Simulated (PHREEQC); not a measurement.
Consider water at 20 °C with 0.0036 mol MgSO4, 0.00022 mol CaCl2, 0.24 mol LiCl and 0.013 mol Al(NO3)3 per kg of water. Closed to the air; pH follows from the charge balance.

Computed with PHREEQC (ion-association model, phreeqc.dat).

No solid was allowed to form.

Q: Order these S species by the share of S that they hold, largest first: MgSO4, SO4-2, Al(SO4)2-, LiSO4-, AlSO4+.

A: AlSO4+ (48 %), SO4-2 (38 %), LiSO4- (10 %), MgSO4 (2.0 %), Al(SO4)2- (1.0 %)

The pH is 3.81 and the ionic strength 0.321 mol/kgw. Examples of supersaturated solids here: Gibbsite (slow to form). Others may be too.
